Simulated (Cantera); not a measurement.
# Thermodynamics of iron carbonyl, mercury and lead vapours, feed PbO + H2

Charge: 1 mol PbO, a varied amount of H2, at 875 K and 1.00 bar.

Equilibrium computed with Cantera from the NASA thermochemical tables; the gas is ideal and each condensed phase is pure. Candidate condensed phases: H2O, Pb, PbO, PbO2, Pb3O4; 12 gas species. Rates play no part.

```json
[
 {"n(H2) (mol)": "0.42", "log p H2O": "0.00", "log p H2": "-4.05", "log p Pb": "-6.17", "log p PbO": "-8.59", "n Pb(l)": "0.420", "n PbO(yellow)": "0.580"},
 {"n(H2) (mol)": "0.64", "log p H2O": "0.00", "log p H2": "-4.05", "log p Pb": "-6.17", "log p PbO": "-8.59", "n Pb(l)": "0.640", "n PbO(yellow)": "0.360"},
 {"n(H2) (mol)": "0.97", "log p H2O": "0.00", "log p H2": "-4.05", "log p Pb": "-6.17", "log p PbO": "-8.59", "n Pb(l)": "0.970", "n PbO(yellow)": "0.0301"},
 {"n(H2) (mol)": "1.5", "log p H2O": "-0.18", "log p H2": "-0.48", "log p Pb": "-6.17", "log p PbO": "<-12", "n Pb(l)": "1.000", "n PbO(yellow)": "0"},
 {"n(H2) (mol)": "2.2", "log p H2O": "-0.34", "log p H2": "-0.26", "log p Pb": "-6.17", "log p PbO": "<-12", "n Pb(l)": "1.000", "n PbO(yellow)": "0"},
 {"n(H2) (mol)": "3.4", "log p H2O": "-0.53", "log p H2": "-0.15", "log p Pb": "-6.17", "log p PbO": "<-12", "n Pb(l)": "1.000", "n PbO(yellow)": "0"},
 {"n(H2) (mol)": "5.1", "log p H2O": "-0.71", "log p H2": "-0.09", "log p Pb": "-6.17", "log p PbO": "<-12", "n Pb(l)": "1.000", "n PbO(yellow)": "0"},
 {"n(H2) (mol)": "7.7", "log p H2O": "-0.89", "log p H2": "-0.06", "log p Pb": "-6.17", "log p PbO": "<-12", "n Pb(l)": "1.000", "n PbO(yellow)": "0"},
 {"n(H2) (mol)": "12", "log p H2O": "-1.08", "log p H2": "-0.04", "log p Pb": "-6.17", "log p PbO": "<-12", "n Pb(l)": "1.000", "n PbO(yellow)": "0"}
]
```
log p: log10 of the partial pressure in bar; n: condensed amount in mol.

From 0.42 mol H2 to 0.97 mol H2 the condensed part is Pb(l) + PbO(yellow). From 1.5 mol H2 to 12 mol H2 the condensed part is Pb(l). The main Pb-bearing gas is Pb throughout.
